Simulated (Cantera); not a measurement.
A closed system holds: 1 mol HMDSO, 0.15 mol NO, 27 mol N2, at 1000 Pa.

Cantera equilibrium calculation (NASA polynomials, part measured and part estimated; ideal gas, pure solids and liquids). Candidate condensed phases: C, C6H6, C7H8, C8H18, H2O, Si, SiC, SiO2, Si2N2O, Si3N4; 151 gas species. The feed counts by its element totals alone. Mutual solubility and eutectic melting of coexisting phases are not modelled. The numbers say what is thermodynamically allowed, not how fast it happens.

x: gas mole fraction; n: condensed amount in mol.

```
T (°C)   x N2   x H2     x CO  x HCN  n C(graphite)  n Si2N2O(s)  n SiC(s)
------  -----  -----  -------  -----  -------------  -----------  --------
1100    0.740  0.255  0.00426    [?]           5.84        1.000         0
1125    0.740  0.255  0.00426    [?]           5.84        1.000         0
1150    0.740  0.255  0.00426    [?]           5.84        1.000         0
1175    0.739  0.255  0.00561    [?]           5.69        0.952    0.0965
1200    0.735  0.250   0.0146    [?]           4.71        0.625     0.748
1225    0.727  0.241   0.0308    [?]           2.84            0      2.00
1250    0.727  0.241   0.0308    [?]           2.83            0      2.00
1275    0.727  0.241   0.0308    [?]           2.83            0      2.00
1300    0.727  0.241   0.0308    [?]           2.83            0      2.00
1325    0.727  0.241   0.0308    [?]           2.82            0      2.00
```

Complete the blanks.


- 1100, x HCN: 0.000173
- 1125, x HCN: 0.000212
- 1150, x HCN: 0.000259
- 1175, x HCN: 0.000314
- 1200, x HCN: 0.000373
- 1225, x HCN: 0.000437
- 1250, x HCN: 0.000520
- 1275, x HCN: 0.000615
- 1300, x HCN: 0.000723
- 1325, x HCN: 0.000846
